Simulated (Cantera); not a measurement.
Feed: 1 mol BN, 0.17 mol O2, 15 mol H2, 2.2 mol H2O, equilibrated at 1452 °C and 0.100 bar.

Equilibrium computed with Cantera from the NASA thermochemical tables; the gas is ideal and each condensed phase is pure. Candidate condensed phases: B, BN, B2O3, B3O3H3, H2O; 39 gas species. The numbers say what is thermodynamically allowed, not how fast it happens.

Base state: H2 0.885, HBO2 0.0454, H2O 0.0355, N2 0.0275, B2O3 0.00368, HBO 0.00208, H 0.000553, BO 2.52e-5 (mole fractions); condensed: gas only.

**Question.** What changes in the equilibrium state with this change: temperature from 1452 °C to 1175 °C?

**Answer.** 
```tsv
species	before	after
H2	0.885	0.908
H2O	0.0355	0.0530
N2	0.0275	0.0281
HBO2	0.0454	0.0109
B2O2	2.15e-5	5.10e-8
BO	2.52e-5	6.32e-8
B2O3(l), mol	0	0.400
```
Gases not in the tables: H3BO3.
